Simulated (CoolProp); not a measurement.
Vapour-liquid equilibrium of p-xylene (1) + n-decane (2) at 293.25 °C; x and y are mole fractions of (1).

Computed with CoolProp (multi-fluid Helmholtz-energy mixture model, Zhou 2012 and Lemmon 2006; pair parameters Bell 2016).

Give the bubble pressure and the first vapour's composition at x = 0.2, 0.35, 0.95. Is there an azeotrope?

x = 0.2: 1.177 MPa, y = 0.265; x = 0.35: 1.298 MPa, y = 0.435; x = 0.95: 1.816 MPa, y = 0.964. No azeotrope shows between x = 0.05 and 0.95.

The pair parameters rest on a limited set of measurements; away from them the model extrapolates.
